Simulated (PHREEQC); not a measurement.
Make-up at 50 °C: 0.0074 mol/kgw H2SO4, 0.00034 mol/kgw H4SiO4 and 0.0002 mol/kgw CO2. Closed to the air; pH follows from the charge balance.

Equilibrium calculation in PHREEQC: ion-association model, phreeqc.dat.

No solid was allowed to form.

Problem. What pH, ionic strength does the model give?

Solution. pH 2.01; ionic strength 0.0142 mol/kgw.

Problem. In which forms is S present?

Solution. HSO4- 54 %, SO4-2 46 % of the S.

Saturation is exceeded, for instance for Quartz (slow to form); the values hold only as long as no solid forms. Away from 25 °C the constants follow the database's enthalpies or fits; those with neither stay at their 25 °C values.
